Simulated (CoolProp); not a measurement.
A single-stage vapour-compression cycle with the fluid: evaporating at 227.15 K (dew point), condensing at 254.15 K (bubble point), superheat 0 K, subcooling 5 K, compressor efficiency 0.65, no pressure losses. The same conditions are run with several fluids, on thermodynamics alone (safety and materials aside).

Values from CoolProp's reference Helmholtz-energy equation of state of each fluid (ammonia: Gao 2020; R227EA: Lemmon 2016; chlorine: Thol 2021; R142b: Lemmon 2006; n-butane: Bücker 2006; CH2F2 (R32): Tillner-Roth 1997).

| fluid | cooling COP | pressure ratio | discharge temperature (K) | refrigerating effect (kJ/kg) | volumetric capacity (kJ/m³) |
|---|---|---|---|---|---|
| ammonia | 4.90 | 3.86 | 354.2 | 1310 | (withheld) |
| R227EA | 5.06 | (withheld) | 262.6 | 121 | 254 |
| chlorine | 4.95 | (withheld) | (withheld) | 273 | 602 |
| R142b | 5.16 | 3.91 | (withheld) | 217 | 199 |
| n-butane | 5.18 | (withheld) | 276.3 | 375 | 140 |
| CH2F2 (R32) | 4.97 | 3.14 | 313.9 | 340 | 1320 |

Question: Fill in the missing entries.

Answer: 
- ammonia, volumetric capacity (kJ/m³): 618
- R227EA, pressure ratio: 3.93
- chlorine, pressure ratio: 3.25
- chlorine, discharge temperature (K): 344.2
- R142b, discharge temperature (K): 284.2
- n-butane, pressure ratio: 3.94
